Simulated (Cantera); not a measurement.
**Ignition delay**

Mixture: C₂H₄ : O₂ : N₂ : CO₂ = 1 : 3.53 : 21.9 : 1.1 (molar parts), equivalence ratio 0.85, at 825 Torr, adiabatic and at constant volume. Ignition delay is the time to a rise of 400 K.

Computed with Cantera and GRI-Mech 3.0 (53 species, 325 reactions). GRI-Mech 3.0 was tuned for natural gas; its chemistry of ethylene as a main component is partial and can be far from experiment.

| T0 (K) | delay (ms) |
|---|---|
| 1000 | 340 |
| 1075 | 21.1 |
| 1150 | 1.87 |
| 1225 | 0.303 |
| 1300 | 0.130 |
| 1375 | 0.0770 |
| 1450 | 0.0519 |
| 1525 | 0.0376 |

```
Property                                               Result
--------------------------------------------------  ---------
apparent activation energy between 1375 and 1525 K  83 kJ/mol
```
